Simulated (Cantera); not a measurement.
Input: 1 mol Si, 2 mol SF6, at 800 K and 0.210 Torr.

Cantera equilibrium calculation (NASA polynomials, part measured and part estimated; ideal gas, pure solids and liquids). Candidate condensed phases: S, Si; 21 gas species. The tables' values for S2F2 (SSF2), SF3 are old estimates; treat these amounts as uncertain. Equilibrium is a limit: real reactors are often held back by kinetics, nucleation or transport.

Base state: SF4 0.605, SiF4 0.337, SF6 0.0403, S2F2 (SSF2) 0.0118, SF2 0.00371, SF3 0.00219 (mole fractions); condensed: gas only.

Question: What changes in the equilibrium state with this change: temperature from 800 K to 998 K?

Answer: 
```json
[
 {"species": "SF4", "before": "0.605", "after": "0.629"},
 {"species": "SiF4", "before": "0.337", "after": "0.333"},
 {"species": "SF6", "before": "0.0403", "after": "0.0164"},
 {"species": "S2F2 (SSF2)", "before": "0.0118", "after": "0.000122"},
 {"species": "SF2", "before": "0.00371", "after": "0.0116"},
 {"species": "F", "before": "3.12e-9", "after": "2.04e-5"},
 {"species": "SF5", "before": "1.87e-6", "after": "1.51e-5"},
 {"species": "SF3", "before": "0.00219", "after": "0.00896"}
]
```
The tables' values for SF3, S2F2 (SSF2), SF5 are old estimates; treat these amounts as uncertain.
